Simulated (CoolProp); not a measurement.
Values from CoolProp's reference Helmholtz-energy equation of state, Smukala 2000.

Task: For ethylene, give the phase and the Z, speed of sound (m/s), Joule-Thomson coefficient (K/MPa), isothermal compressibility (1/MPa) at 179.2 K and 19.5 MPa.

Result: 
- 179.2 K and 19.5 MPa: liquid; Z 0.641, speed of sound 1390, Joule-Thomson coefficient -0.458, isothermal compressibility 0.00154
